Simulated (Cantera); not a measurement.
A closed system holds: 1 mol Si2H6, 0.15 mol O2, held at 2.40 mbar.

Cantera equilibrium calculation (NASA polynomials, part measured and part estimated; ideal gas, pure solids and liquids). Candidate condensed phases: H2O, Si, SiO2; 18 gas species. The feed counts by its element totals alone. Mutual solubility and eutectic melting of coexisting phases are not modelled. The tables hold silica as quartz up to 1696 K and as liquid above; real silica turns to tridymite and cristobalite and melts near 1996 K. Rates play no part.

Task: Which condensed phases are stable at each of these points (T (K)): 575, 650, 725, 800, 875, 950, 1025, 1100, 1175, 1250, 1325, 1400, 1475?

Result: 
```
T (K)        condensed phases  Si condensed (%)
-----  ----------------------  ----------------
575    Si(s) + SiO2(α-quartz)             100.0
650    Si(s) + SiO2(α-quartz)             100.0
725    Si(s) + SiO2(α-quartz)             100.0
800    Si(s) + SiO2(α-quartz)             100.0
875    Si(s) + SiO2(β-quartz)             100.0
950    Si(s) + SiO2(β-quartz)             100.0
1025   Si(s) + SiO2(β-quartz)             100.0
1100   Si(s) + SiO2(β-quartz)             100.0
1175   Si(s) + SiO2(β-quartz)             100.0
1250   Si(s) + SiO2(β-quartz)              99.9
1325   Si(s) + SiO2(β-quartz)              99.1
1400   Si(s) + SiO2(β-quartz)              95.3
1475                    Si(s)              85.0
```

From 575 K to 800 K the condensed part is Si(s) + SiO2(α-quartz). From 875 K to 1400 K the condensed part is Si(s) + SiO2(β-quartz). At 1475 K the condensed part is Si(s).
